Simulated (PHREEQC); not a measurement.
Dissolve 0.012 mol/kgw HF, 0.068 mol/kgw NH4HF2 and 0.00018 mol/kgw H2SO4 at 20 °C. Closed to the air; pH follows from the charge balance.

Model: ion-association model, phreeqc.dat, run in PHREEQC.

| Item | Value |
|---|---|
| pH | 2.96 |
| ionic strength | 0.0694 mol/kgw |
| density | 1.000 g/cm³ |
| total alkalinity | -80.4 meq/kg |

```
species  molality  activity   log γ
-------  --------  --------  ------
NH4+       0.0679    0.0528  -0.110
HF         0.0656    0.0667   0.007
F-         0.0556    0.0439  -0.102
HF2-       0.0134    0.0108  -0.095
H+        0.00132   0.00111  -0.075
SO4-2    0.000128   5.39e-5  -0.375
NH4SO4-   4.56e-5   3.67e-5  -0.095
HSO4-     6.49e-6   5.22e-6  -0.095
```

Precipitation was switched off in this run.
